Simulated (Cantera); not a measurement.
A closed system holds: 1 mol SiHCl₃, 0.0094 mol C₂H₂, 10 mol H₂, a varied amount of C₃H₈, held at 1327 °C and 8.90 mbar.

Cantera equilibrium calculation (NASA polynomials, part measured and part estimated; ideal gas, pure solids and liquids). Candidate condensed phases: C, C₆H₆, C₇H₈, C₈H₁₈, Si, SiC; 109 gas species. Mutual solubility and eutectic melting of coexisting phases are not modelled. The tables' values for SiCl₃, SiCl are old estimates; treat these amounts as uncertain. Equilibrium is a limit: real reactors are often held back by kinetics, nucleation or transport.

log p: log10 of the partial pressure in bar; n: condensed amount in mol.

```tsv
n(C₃H₈) (mol)	log p H₂	log p HCl	log p SiCl₂	log p SiCl₃	log p H	log p Cl	n Si(s)	n SiC(s)	n C(graphite)
0.045	-2.14	-2.97	-3.26	-5.03	-5.33	-6.27	0.0866	___	0
0.063	-2.14	-2.97	-3.27	-5.04	-5.33	-6.27	0.0343	___	0
0.088	-2.14	-2.95	-3.30	-5.04	-5.33	-6.25	0	___	0
0.12	-2.14	-2.91	-3.36	-5.06	-5.34	-6.20	0	___	0
0.17	-2.15	-2.84	-3.49	-5.13	-5.34	-6.14	0	___	0
0.24	-2.15	-2.77	-3.76	-5.32	-5.34	-6.06	0	___	0
0.34	-2.16	-2.71	-4.70	-6.19	-5.34	-6.00	0	0.969	0.0692
0.48	-2.16	-2.73	-4.74	-6.25	-5.34	-6.02	0	0.970	0.488
0.67	-2.15	-2.75	-4.79	-6.33	-5.34	-6.04	0	0.972	1.06
```

### Question
Fill in the missing entries.

### Answer

- 0.045, n SiC(s): 0.154
- 0.063, n SiC(s): 0.208
- 0.088, n SiC(s): 0.283
- 0.12, n SiC(s): 0.379
- 0.17, n SiC(s): 0.529
- 0.24, n SiC(s): 0.739
